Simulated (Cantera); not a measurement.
Feed: 1 mol B₂O₃, 12 mol HF, 3.4 mol H₂, at 1423.15 K and 2.90 Pa.

Method: chemical equilibrium by Gibbs-energy minimisation in Cantera with the NASA 1993 tables (ideal gas, pure condensed phases). Candidate condensed phases: B, B₂O₃, B₃O₃H₃, H₂O; 43 gas species. The numbers say what is thermodynamically allowed, not how fast it happens.

Base state: HF 0.612, H₂ 0.207, BOF 0.118, H₂O 0.0579, HBO₂ 0.00366, H 0.000562, BF₃ 0.000551 (mole fractions); condensed: gas only.

Problem. What changes in the equilibrium state with this change: temperature from 1423.15 K to 848 K?

Solution. 
```
species    before     after
-------  --------  --------
HF          0.612     0.432
H₂          0.207     0.235
H₂O        0.0579     0.199
BF₃      0.000551     0.130
BOF         0.118  0.000283
B₃O₃F₃    3.89e-9   0.00271
H        0.000562   1.71e-9
HBO₂      0.00366   2.53e-5
```

Problem. What changes in the equilibrium state with this change: B₂O₃ replaced by SiO₂?

Solution. 
| species | before | after |
|---|---|---|
| HF | 0.612 | 0.759 |
| H₂ | 0.207 | 0.222 |
| H₂O | 0.0579 | 0.0123 |
| BOF | 0.118 | 0 |
| SiF₄ | 0 | 0.00600 |
| HBO₂ | 0.00366 | 0 |
| BF₃ | 0.000551 | 0 |
| SiO | 0 | 0.000102 |
| SiF₃ | 0 | 7.58e-5 |
| SiO₂(β-quartz), mol | 0 | 0.905 |
The tables' values for SiF₃ are old estimates; treat these amounts as uncertain. The tables hold silica as quartz up to 1696 K and as liquid above; real silica turns to tridymite and cristobalite and melts near 1996 K. Further candidate phases: Si, SiO₂.

Problem. What changes in the equilibrium state with this change: HF from 12 to 1.5 mol?

Solution. 
| species | before | after |
|---|---|---|
| H₂ | 0.207 | 0.575 |
| BOF | 0.118 | 0.218 |
| HBO₂ | 0.00366 | 0.108 |
| HF | 0.612 | 0.0364 |
| H₂O | 0.0579 | 0.0550 |
| B₂O₃ | 6.83e-6 | 0.00628 |
| BF₃ | 0.000551 | 3.79e-6 |
| HBO | 4.32e-6 | 0.000373 |
| BO | 3.44e-7 | 1.78e-5 |
| H | 0.000562 | 0.000937 |
